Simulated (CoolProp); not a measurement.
n-dodecane along the isobar 70.6 bar: density (kg/m³) from the reference equation and from simpler models built on Tc = 658.1 K, pc = 18.18 bar, ω = 0.574; each cubic takes its own stable root.

The numbers come from the reference Helmholtz-energy equation of state, Lemmon 2004 in CoolProp. It is a short technical equation, of lower accuracy than the large ones.

```tsv
T (K)	phase	reference	Redlich-Kwong	Peng-Robinson
333.7	liquid	725.5	560.9	654.8
355.9	liquid	709.9	551.3	646.1
378	liquid	694.2	541.3	636.8
400.2	liquid	678.4	530.9	626.6
422.4	liquid	662.2	520.1	615.7
444.6	liquid	645.8	508.9	603.8
466.8	liquid	629.0	497.3	590.9
488.9	liquid	611.7	485.4	577.0
511.1	liquid	593.8	473.0	561.9
```
